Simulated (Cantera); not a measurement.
Charge: 1 mol MgCO₃, 0.053 mol SO₂, 0.036 mol H₂O, equilibrated at 100000 Pa.

Cantera equilibrium calculation (NASA polynomials, part measured and part estimated; ideal gas, pure solids and liquids). Candidate condensed phases: C, C₆H₆, C₇H₈, C₈H₁₈, H₂O, H₂SO₄, Mg, MgCO₃, MgO, Mg(OH)₂, MgS, MgSO₄, S; 130 gas species. Rates play no part.

x: gas mole fraction; n: condensed amount in mol.

```tsv
T (°C)	x CO₂	x SO₂	x H₂O	x CO	x O₂	x OH	n MgO(s)
1375	0.916	0.0486	0.0330	[?]	0.000651	3.43e-5	1.00
1400	0.916	0.0486	0.0330	[?]	0.000799	4.31e-5	1.00
1425	0.915	0.0486	0.0330	[?]	0.000974	5.37e-5	1.00
1450	0.915	0.0486	0.0330	[?]	0.00118	6.66e-5	1.00
1475	0.914	0.0486	0.0329	[?]	0.00142	8.21e-5	1.00
1500	0.913	0.0485	0.0329	[?]	0.00170	0.000101	1.00
1525	0.912	0.0485	0.0329	[?]	0.00203	0.000122	1.00
1550	0.911	0.0485	0.0329	[?]	0.00240	0.000148	1.00
1575	0.910	0.0485	0.0328	[?]	0.00283	0.000179	1.00
1600	0.908	0.0484	0.0328	[?]	0.00333	0.000214	1.00
1625	0.907	0.0484	0.0327	[?]	0.00389	0.000255	1.000
1650	0.905	0.0484	0.0327	[?]	0.00452	0.000303	1.000
```

Fill in the missing entries.


- 1375, x CO: 0.00132
- 1400, x CO: 0.00162
- 1425, x CO: 0.00197
- 1450, x CO: 0.00238
- 1475, x CO: 0.00287
- 1500, x CO: 0.00343
- 1525, x CO: 0.00408
- 1550, x CO: 0.00484
- 1575, x CO: 0.00571
- 1600, x CO: 0.00670
- 1625, x CO: 0.00783
- 1650, x CO: 0.00911
